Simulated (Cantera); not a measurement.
## Thermodynamics of hydrogen reduction and annealing atmospheres, feed CuO + H2 + N2

Charge: 1 mol CuO, 0.78 mol H2, 65 mol N2, at 452 °C and 0.0133 bar.

These are equilibrium values from Cantera (NASA tables, ideal gas, pure condensed phases), not measurements of a reactor. Candidate condensed phases: Cu, CuO, Cu(OH)2, Cu2O, H2O; 27 gas species. Rates play no part.

The x(N2) is 0.988, the x(H2O) is 0.0119 and the n(Cu(s)) comes out as 0.560 mol. The n(Cu2O(s)) is 0.220 mol. The gas amount is 65.78 mol. The log10 activity of Cu(OH)2(s) (absent) is -8.00.
